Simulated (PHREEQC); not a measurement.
A column of 0.2 m (40 cells, dispersivity 0.01 m, 300 s a shift, diffusion coefficient 3e-10 m²/s) holds 0.0037 eq of the database's cation exchanger X per kg of pore water, first in equilibrium with 0.055 mol/kgw NaCl and 1e-05 mol/kgw HCl. It is flushed with 0.00063 mol MgCl2, 0.00067 mol ZnCl2 and 1e-05 mol HCl per kg of water, at 25 °C. Values are for the last cell. CO2 from the air is kept out. Precipitation was switched off in this run.

All values are PHREEQC results (ion-association model, phreeqc.dat), not measurements.

Problem. Predict Mg in solution (mol/kgw), Zn in solution (mol/kgw) at pore volumes = 0.7625, 4.062.

Solution. 
```
pore volumes  Mg in solution (mol/kgw)  Zn in solution (mol/kgw)
------------  ------------------------  ------------------------
0.7625                        4.79e-13                         0
4.062                         0.000647                  0.000653
```
